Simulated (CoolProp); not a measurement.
Properties of C2F6 (R116) along the isotherm 295.8 K.

Model: reference Helmholtz-energy equation of state, Lemmon 2006, in CoolProp. It is a short technical equation, of lower accuracy than the large ones.

```csv
p (kPa),phase,Z,cp (kJ/(kg K)),speed of sound (m/s)
24.1,gas,0.9974,0.7685,138.8
42.8,gas,0.9955,0.7693,138.5
76.2,gas,0.9919,0.7709,138.1
135,gas,0.9856,0.7738,137.4
241,gas,0.9740,0.7792,136.1
428,gas,0.9532,0.7897,133.7
762,gas,0.9140,0.8119,129.1
1350,gas,0.8377,0.8681,120.2
2410,gas,0.6596,1.148,99.50
4280,supercritical,0.2478,1.689,154.9
7620,supercritical,0.3818,1.246,243.4
```

The peak of cp marks the crossing from liquid-like to gas-like fluid above the critical point.
